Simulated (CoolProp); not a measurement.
A simple Rankine cycle with water: condensing at 302.15 K, boiler at 5.31 MPa, turbine inlet 542.9 K, turbine efficiency 0.85, pump efficiency 0.6, no recuperator. Each further row changes one setting.

Computed with CoolProp (reference Helmholtz-energy equation of state, Wagner 2002).

```tsv
case	thermal efficiency (%)	net work (kJ/kg)	heat in (kJ/kg)	turbine exit temperature (K)	volume ratio over the turbine
as stated	31.7	845	2670	302.1	697
turbine inlet 562.9 K	31.9	875	2750	302.1	658
condensing temperature 294.15 K	32.7	883	2700	294.1	1080
boiler pressure 3.72 MPa	30.6	844	2760	302.1	466
turbine efficiency 0.75	27.9	745	2670	302.1	735
```

The expansion ends wet for: as stated; turbine inlet 562.9 K; condensing temperature 294.15 K; boiler pressure 3.72 MPa; turbine efficiency 0.75.
